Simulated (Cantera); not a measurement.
A Cantera script and what it prints.

```python
import numpy as np
import cantera as ct

gas_names = """
    H HO2 H2 H2O H2O2 Nb NbO NbO2 O OH O2 O3
""".split()
cond_names = """
    H2O(s) H2O(L) Nb(cr) Nb(L) NbO(s) NbO(L) NbO2(I) NbO2(II) NbO2(III) NbO2(L) Nb2O5(s) Nb2O5(L)
""".split()


# ... load() reads the species with a 1 bar reference pressure and builds the phases ...
atoms = {
    'Nb2O5': {'Nb': 2, 'O': 5},
    'H2': {'H': 2},
    'H2O': {'H': 2, 'O': 1},
}
top_T = {}  # K; cautious upper limits of use, not melting points


# ... equilibrate(T, P, feed) seeds the gas with the atoms and calls Mixture.equilibrate('TP', solver="vcs", rtol=1e-11, max_steps=5000) ...
results = []
feed = {'Nb2O5': 1, 'H2': 11, 'H2O': 0.53}  # mol
P = 133.322  # Pa
for T in [1023, 1073, 1123, 1173, 1223, 1273, 1323, 1373, 1423, 1473]:
    mix = equilibrate(T, P, feed)
    results.append((T, P, feed, dict(zip(mix.species_names, mix.species_moles))))

top = {s: max(r[3][s] / sum(r[3][g] for g in gas_names) for r in results) for s in gas_names}
cols = sorted((s for s in top if top[s] > 0.001), key=lambda s: -top[s])[:6]
seen = [c for c in cond_names if any(r[3].get(c, 0) > 1e-12 for r in results)]
print("log10 of partial pressures in bar; condensed amounts in mol")
print(f"{'T/K':>10s}" + "".join(f"{s[:9]:>10s}" for s in cols + seen))
for T, P, feed, n in results:
    ng = sum(n[g] for g in gas_names)
    print(f"{T:10.4g}" + "".join(f"{np.log10(max(n[s] / ng * P / 1e5, 1e-99)):10.3f}" for s in cols)
          + "".join(f"{n.get(c, 0):10.4g}" for c in seen))
```

Output:

```
log10 of partial pressures in bar; condensed amounts in mol
       T/K        H2       H2O NbO2(III)  Nb2O5(s)
      1023    -2.896    -4.213         0         1
      1073    -2.896    -4.213         0         1
      1123    -2.896    -4.213         0         1
      1173    -2.896    -4.213         0         1
      1223    -2.896    -4.213         0         1
      1273    -2.896    -4.213         0         1
      1323    -2.896    -4.213         0         1
      1373    -2.898    -4.161    0.1333    0.9333
      1423    -2.904    -4.068    0.4186    0.7907
      1473    -2.911    -3.983    0.7404    0.6298
```

Equilibrium computed with Cantera from the NASA thermochemical tables; the gas is ideal and each condensed phase is pure. Mutual solubility and eutectic melting of coexisting phases are not modelled. Condensed phases not in the tables: the oxides between NbO2 and Nb2O5.
